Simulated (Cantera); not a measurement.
Input (Python, Cantera) and output of one run.

```python
import numpy as np
import cantera as ct

gas_names = [...]  # 116 gases of nasa_gas.yaml made of C, H, Mg, O
cond_names = """
    C(gr) C6H6(L) C7H8(L) C8H18(L),n-octa H2O(s) H2O(L) Mg(cr) Mg(L) MgCO3(s) MgO(s) MgO(L) MgO2H2(s)
""".split()


# ... load() reads the species with a 1 bar reference pressure and builds the phases ...
atoms = {
    'Mg(OH)2': {'Mg': 1, 'O': 2, 'H': 2},
    'CO2': {'C': 1, 'O': 2},
    'H2O': {'H': 2, 'O': 1},
}
top_T = {'C(gr)': 4500}  # K; cautious upper limits of use, not melting points


# ... equilibrate(T, P, feed) seeds the gas with the atoms and calls Mixture.equilibrate('TP', solver="vcs", rtol=1e-11, max_steps=5000) ...
results = []
feed = {'Mg(OH)2': 1, 'CO2': 2.2, 'H2O': 0.52}  # mol
P = 130  # Pa
for T in [648, 748, 848, 948, 1048, 1148, 1248, 1348, 1448, 1548, 1648, 1748, 1848, 1948]:
    mix = equilibrate(T, P, feed)
    results.append((T, P, feed, dict(zip(mix.species_names, mix.species_moles))))

top = {s: max(r[3][s] / sum(r[3][g] for g in gas_names) for r in results) for s in gas_names}
cols = sorted((s for s in top if top[s] > 1e-05), key=lambda s: -top[s])[:5]
seen = [c for c in cond_names if any(r[3].get(c, 0) > 1e-12 for r in results)]
print("log10 of partial pressures in bar; condensed amounts in mol")
print(f"{'T/K':>10s}" + "".join(f"{s[:9]:>10s}" for s in cols + seen))
for T, P, feed, n in results:
    ng = sum(n[g] for g in gas_names)
    print(f"{T:10.4g}" + "".join(f"{np.log10(max(n[s] / ng * P / 1e5, 1e-99)):10.3f}" for s in cols)
          + "".join(f"{n.get(c, 0):10.4g}" for c in seen))
```

Result:

```
log10 of partial pressures in bar; condensed amounts in mol
       T/K       CO2       H2O        CO        O2        H2    MgO(s)
       648    -3.114    -3.275   -14.503   -13.726   -13.462         1
       748    -3.114    -3.275   -12.348   -11.926   -11.715         1
       848    -3.114    -3.275   -10.716   -10.524   -10.387         1
       948    -3.114    -3.275    -9.442    -9.396    -9.345         1
      1048    -3.114    -3.275    -8.420    -8.468    -8.506         1
      1148    -3.114    -3.275    -7.582    -7.693    -7.815         1
      1248    -3.114    -3.275    -6.883    -7.036    -7.236         1
      1348    -3.115    -3.275    -6.290    -6.475    -6.742         1
      1448    -3.115    -3.276    -5.782    -5.989    -6.317         1
      1548    -3.118    -3.277    -5.342    -5.566    -5.947         1
      1648    -3.123    -3.280    -4.959    -5.197    -5.621         1
      1748    -3.133    -3.285    -4.624    -4.873    -5.334         1
      1848    -3.152    -3.296    -4.333    -4.592    -5.079    0.9999
      1948    -3.185    -3.314    -4.083    -4.350    -4.854    0.9993
```

These are equilibrium values from Cantera (NASA tables, ideal gas, pure condensed phases), not measurements of a reactor.
